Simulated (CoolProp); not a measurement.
Saturated liquid density (kg/m³) of methane: the reference equation beside estimates from Tc = 190.6 K, pc = 4599 kPa, ω = 0.011. Rackett uses Z = 0.29056 − 0.08775 ω.

Model: reference Helmholtz-energy equation of state, Setzmann 1991, in CoolProp.

```json
[
 {"T (K)": "96.6", "reference": "443.5", "Rackett": "442.7", "van der Waals": "304.1", "Soave-Redlich-Kwong": "444.2"},
 {"T (K)": "106.7", "reference": "429.5", "Rackett": "428.6", "van der Waals": "294.7", "Soave-Redlich-Kwong": "429.0"},
 {"T (K)": "116.9", "reference": "414.6", "Rackett": "413.6", "van der Waals": "284.4", "Soave-Redlich-Kwong": "?"},
 {"T (K)": "127.1", "reference": "398.8", "Rackett": "397.7", "van der Waals": "273.2", "Soave-Redlich-Kwong": "393.6"},
 {"T (K)": "137.2", "reference": "?", "Rackett": "380.6", "van der Waals": "261.1", "Soave-Redlich-Kwong": "373.0"},
 {"T (K)": "147.4", "reference": "363.0", "Rackett": "361.8", "van der Waals": "?", "Soave-Redlich-Kwong": "349.5"},
 {"T (K)": "157.5", "reference": "342.0", "Rackett": "340.9", "van der Waals": "232.0", "Soave-Redlich-Kwong": "322.7"},
 {"T (K)": "167.7", "reference": "317.0", "Rackett": "316.3", "van der Waals": "213.7", "Soave-Redlich-Kwong": "?"}
]
```

### Question
Fill in the missing entries.

### Answer

- 116.9, Soave-Redlich-Kwong: 412.2
- 137.2, reference: 381.8
- 147.4, van der Waals: 247.4
- 167.7, Soave-Redlich-Kwong: 290.5

Absolute difference from the reference over all 8 rows, mean and median: Rackett 0.3 and 0.3 %, van der Waals 31.7 and 31.6 %, Soave-Redlich-Kwong 2.8 and 1.8 %.
